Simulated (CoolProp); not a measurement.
Vapour-liquid equilibrium of ethane (1) + propylene (2) at 242.9 K; x and y are mole fractions of (1).

The numbers come from the multi-fluid Helmholtz-energy mixture model, Bücker 2006 and Lemmon 2013; pair parameters Bell 2016 in CoolProp.

Q: Give the bubble pressure and the first vapour's composition at x = 0.35, 0.75, 0.95. Is there an azeotrope?

A: x = 0.35: 0.5001 MPa, y = 0.698; x = 0.75: 0.8309 MPa, y = 0.919; x = 0.95: 1.009 MPa, y = 0.985. No azeotrope shows between x = 0.05 and 0.95.

The pair parameters rest on a limited set of measurements; away from them the model extrapolates.
